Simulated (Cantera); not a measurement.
CH₃SiH₃ + HCl + H₂ (silicon carbide growth)

A closed system holds: 1 mol CH₃SiH₃, 0.74 mol HCl, 34 mol H₂, held at 133 Pa.

Cantera equilibrium calculation (NASA polynomials, part measured and part estimated; ideal gas, pure solids and liquids). Candidate condensed phases: C, C₆H₆, C₇H₈, C₈H₁₈, Si, SiC; 109 gas species. The feed counts by its element totals alone. The tables' values for SiCl are old estimates; treat these amounts as uncertain. Gases not in the tables: Si₂H₆ and higher silanes. Equilibrium is a limit: real reactors are often held back by kinetics, nucleation or transport.

```json
[
 {"T (K)": "1373", "x H₂": "0.980", "x H": "9.03e-5", "x Si": "1.68e-9", "x HCl": "0.0196", "x Cl": "1.50e-6", "x C₂H₂ (acetylene)": "9.09e-7", "x SiC₂": "<1e-12", "x Si₂C": "<1e-12", "n SiC(s)": "1.000", "n C(graphite)": "0"},
 {"T (K)": "1473", "x H₂": "0.980", "x H": "0.000343", "x Si": "3.48e-8", "x HCl": "0.0196", "x Cl": "5.55e-6", "x C₂H₂ (acetylene)": "3.80e-6", "x SiC₂": "2.86e-11", "x Si₂C": "4.27e-11", "n SiC(s)": "1.000", "n C(graphite)": "0"},
 {"T (K)": "1573", "x H₂": "0.979", "x H": "0.00110", "x Si": "5.89e-7", "x HCl": "0.0195", "x Cl": "1.75e-5", "x C₂H₂ (acetylene)": "9.07e-6", "x SiC₂": "8.36e-10", "x Si₂C": "1.55e-9", "n SiC(s)": "0.999", "n C(graphite)": "0"},
 {"T (K)": "1673", "x H₂": "0.977", "x H": "0.00308", "x Si": "7.05e-6", "x HCl": "0.0195", "x Cl": "4.80e-5", "x C₂H₂ (acetylene)": "1.96e-5", "x SiC₂": "1.63e-8", "x Si₂C": "3.61e-8", "n SiC(s)": "0.998", "n C(graphite)": "0"},
 {"T (K)": "1773", "x H₂": "0.973", "x H": "0.00768", "x Si": "5.49e-5", "x HCl": "0.0193", "x Cl": "0.000117", "x C₂H₂ (acetylene)": "5.20e-5", "x SiC₂": "2.61e-7", "x Si₂C": "5.04e-7", "n SiC(s)": "0.996", "n C(graphite)": "0"},
 {"T (K)": "1873", "x H₂": "0.963", "x H": "0.0173", "x Si": "0.000286", "x HCl": "0.0191", "x Cl": "0.000260", "x C₂H₂ (acetylene)": "0.000177", "x SiC₂": "3.70e-6", "x Si₂C": "4.40e-6", "n SiC(s)": "0.986", "n C(graphite)": "0"},
 {"T (K)": "1973", "x H₂": "0.943", "x H": "0.0359", "x Si": "0.00117", "x HCl": "0.0186", "x Cl": "0.000528", "x C₂H₂ (acetylene)": "0.000604", "x SiC₂": "4.27e-5", "x Si₂C": "2.86e-5", "n SiC(s)": "0.947", "n C(graphite)": "0.00215"},
 {"T (K)": "2073", "x H₂": "0.906", "x H": "0.0685", "x Si": "0.00532", "x HCl": "0.0176", "x Cl": "0.000986", "x C₂H₂ (acetylene)": "0.00111", "x SiC₂": "0.000306", "x Si₂C": "0.000196", "n SiC(s)": "0.753", "n C(graphite)": "0.127"},
 {"T (K)": "2173", "x H₂": "0.836", "x H": "0.121", "x Si": "0.0199", "x HCl": "0.0160", "x Cl": "0.00169", "x C₂H₂ (acetylene)": "0.00185", "x SiC₂": "0.00172", "x Si₂C": "0.00101", "n SiC(s)": "0", "n C(graphite)": "0.663"},
 {"T (K)": "2273", "x H₂": "0.757", "x H": "0.200", "x Si": "0.0196", "x HCl": "0.0143", "x Cl": "0.00273", "x C₂H₂ (acetylene)": "0.00285", "x SiC₂": "0.00246", "x Si₂C": "0.000391", "n SiC(s)": "0", "n C(graphite)": "0.520"},
 {"T (K)": "2373", "x H₂": "0.650", "x H": "0.308", "x Si": "0.0181", "x HCl": "0.0120", "x Cl": "0.00406", "x C₂H₂ (acetylene)": "0.00400", "x SiC₂": "0.00318", "x Si₂C": "0.000144", "n SiC(s)": "0", "n C(graphite)": "0.315"},
 {"T (K)": "2473", "x H₂": "0.519", "x H": "0.440", "x Si": "0.0160", "x HCl": "0.00925", "x Cl": "0.00555", "x C₂H₂ (acetylene)": "0.00501", "x SiC₂": "0.00383", "x Si₂C": "5.20e-5", "n SiC(s)": "0", "n C(graphite)": "0.0394"},
 {"T (K)": "2573", "x H₂": "0.382", "x H": "0.581", "x Si": "0.0147", "x HCl": "0.00649", "x Cl": "0.00695", "x C₂H₂ (acetylene)": "0.00397", "x SiC₂": "0.00333", "x Si₂C": "1.83e-5", "n SiC(s)": "0", "n C(graphite)": "0"}
]
```
x: gas mole fraction; n: condensed amount in mol.

From 1373 K to 1873 K the condensed part is SiC(s). From 1973 K to 2073 K the condensed part is C(graphite) + SiC(s). From 2173 K to 2473 K the condensed part is C(graphite). At 2573 K nothing is condensed. The main Si-bearing gas is SiCl₂ at 1373 K and Si at 2573 K.
